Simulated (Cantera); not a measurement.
Input: 1 mol CH3SiH3, 0.83 mol CH4, 1300 mol H2, equilibrated at 0.133 bar.

Cantera equilibrium calculation (NASA polynomials, part measured and part estimated; ideal gas, pure solids and liquids). Candidate condensed phases: C, C6H6, C7H8, C8H18, Si, SiC; 87 gas species. The feed counts by its element totals alone. Gases not in the tables: Si2H6 and higher silanes. Equilibrium is a limit: real reactors are often held back by kinetics, nucleation or transport.

x: gas mole fraction; n: condensed amount in mol.

```
T (K)   x H2       x H     x CH4  x C2H2 (acetylene)      x Si   x SiH  n SiC(s)  n C(graphite)
-----  -----  --------  --------  ------------------  --------  ------  --------  -------------
1198   0.999   5.20e-7  0.000637             8.78e-9    <1e-12  <1e-12     1.000              0
1273   0.999   1.95e-6  0.000636             9.61e-8    <1e-12     [?]     1.000              0
1348   0.999   6.33e-6  0.000635             8.02e-7  6.50e-12     [?]     1.000              0
1423   0.999   1.82e-5  0.000507             3.43e-6  6.08e-11     [?]     1.000          0.159
1498   1.000   4.71e-5  0.000346             8.81e-6  5.44e-10     [?]     1.000          0.355
1573   1.000  0.000111  0.000244             2.06e-5   3.94e-9     [?]     1.000          0.456
1648   1.000  0.000244  0.000178             4.47e-5   2.38e-8     [?]     1.000          0.478
1723   0.999  0.000499  0.000134             9.04e-5   1.23e-7     [?]     0.999          0.417
1798   0.999  0.000964  0.000103            0.000172   5.52e-7     [?]     0.998          0.244
1873   0.998   0.00177   7.67e-5            0.000280   2.32e-6     [?]     0.994              0
1948   0.997   0.00309   4.85e-5            0.000300   1.05e-5     [?]     0.975              0
2023   0.994   0.00519   3.22e-5            0.000331   4.17e-5     [?]     0.913              0
2098   0.991   0.00839   2.32e-5            0.000403  0.000142     [?]     0.723              0
```

Complete the blanks.


- 1273, x SiH: 2.40e-12
- 1348, x SiH: 1.53e-11
- 1423, x SiH: 9.95e-11
- 1498, x SiH: 6.43e-10
- 1573, x SiH: 3.47e-9
- 1648, x SiH: 1.60e-8
- 1723, x SiH: 6.45e-8
- 1798, x SiH: 2.31e-7
- 1873, x SiH: 7.87e-7
- 1948, x SiH: 2.94e-6
- 2023, x SiH: 9.76e-6
- 2098, x SiH: 2.82e-5
